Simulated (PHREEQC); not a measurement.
Make-up at 25 °C: 0.0035 mol/kgw HNO3, 0.069 mol/kgw CuSO4 and 0.00055 mol/kgw MnSO4. Closed to the air; pH follows from the charge balance.

The numbers come from PHREEQC with the ion-association model, wateq4f.dat.

Precipitation was switched off in this run.

Question: Order these S species by the share of S that they hold, largest first: CuSO4, HSO4-, MnSO4, SO4-2.

Answer: SO4-2 (52 %), CuSO4 (45 %), HSO4- (2.8 %), MnSO4 (0.33 %)

The pH is 2.90 and the ionic strength 0.153 mol/kgw. Species that the database lacks are ignored.
